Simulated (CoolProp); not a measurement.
Saturation properties of octamethyltrisiloxane (MDM) (Tc = 565.4 K, pc = 1438 kPa, ω = 0.528).

The numbers come from the reference Helmholtz-energy equation of state, Thol 2017 in CoolProp.

```
T (K)  p (kPa)  liquid density (kg/m³)  vapour density (kg/m³)  enthalpy of vaporisation (kJ/kg)  liquid cp (kJ/(kg K))  surface tension (mN/m)
-----  -------  ----------------------  ----------------------  --------------------------------  ---------------------  ----------------------
438.5    140.2                   658.6                   10.04                             146.6                  2.149                    5.53
446.6    169.9                   647.8                   12.13                             142.6                  2.173                    5.01
454.8    204.7                   636.5                   14.61                             138.5                  2.199                    4.51
463      244.7                   624.8                   17.49                             134.2                  2.225                    4.02
471.1    289.8                   612.7                   20.80                             129.7                  2.252                    3.56
479.3    341.6                   600.0                   24.69                             125.0                  2.282                    3.11
487.5    400.1                   586.6                   29.22                             120.0                  2.314                    2.68
495.6    465.0                   572.6                   34.44                             114.7                  2.350                    2.27
503.8    538.6                   557.5                   40.65                             109.0                  2.390                    1.89
512      620.8                   541.3                   48.01                             102.8                  2.437                    1.52
520.1    711.2                   523.9                   56.72                             96.09                  2.495                    1.19
```

It boils at 425.6 K under 1 atm.

Surface tension comes from a separate correlation (Mulero 2014), older than this fluid's equation and unchecked against measurements.
